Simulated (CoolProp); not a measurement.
Saturated liquid density (kg/m³) of isobutene: the reference equation beside estimates from Tc = 418.1 K, pc = 4016 kPa, ω = 0.193.

Model: reference Helmholtz-energy equation of state, Lemmon 2005, in CoolProp. It is a short technical equation, of lower accuracy than the large ones.

```json
[
 {"T (K)": "273.2", "reference": "618.4", "van der Waals": "384.3", "Redlich-Kwong": "561.7", "Peng-Robinson": "651.0"},
 {"T (K)": "280.3", "reference": "610.1", "van der Waals": "379.2", "Redlich-Kwong": "552.7", "Peng-Robinson": "641.8"},
 {"T (K)": "287.5", "reference": "601.5", "van der Waals": "373.9", "Redlich-Kwong": "543.3", "Peng-Robinson": "632.1"},
 {"T (K)": "294.6", "reference": "592.8", "van der Waals": "368.4", "Redlich-Kwong": "533.7", "Peng-Robinson": "622.0"},
 {"T (K)": "301.7", "reference": "583.9", "van der Waals": "362.8", "Redlich-Kwong": "523.7", "Peng-Robinson": "611.4"},
 {"T (K)": "308.8", "reference": "574.8", "van der Waals": "357.0", "Redlich-Kwong": "513.3", "Peng-Robinson": "600.3"},
 {"T (K)": "315.9", "reference": "565.4", "van der Waals": "351.0", "Redlich-Kwong": "502.5", "Peng-Robinson": "588.7"},
 {"T (K)": "323", "reference": "555.6", "van der Waals": "344.7", "Redlich-Kwong": "491.3", "Peng-Robinson": "576.4"},
 {"T (K)": "330.1", "reference": "545.5", "van der Waals": "338.2", "Redlich-Kwong": "479.5", "Peng-Robinson": "563.3"},
 {"T (K)": "337.2", "reference": "535.0", "van der Waals": "331.4", "Redlich-Kwong": "467.2", "Peng-Robinson": "549.6"},
 {"T (K)": "344.3", "reference": "523.9", "van der Waals": "324.2", "Redlich-Kwong": "454.4", "Peng-Robinson": "534.9"},
 {"T (K)": "351.4", "reference": "512.3", "van der Waals": "316.7", "Redlich-Kwong": "440.8", "Peng-Robinson": "519.3"}
]
```

Absolute difference from the reference over all 12 rows, mean and median: van der Waals 37.9 and 37.9 %, Redlich-Kwong 11.2 and 10.9 %, Peng-Robinson 3.9 and 4.3 %.
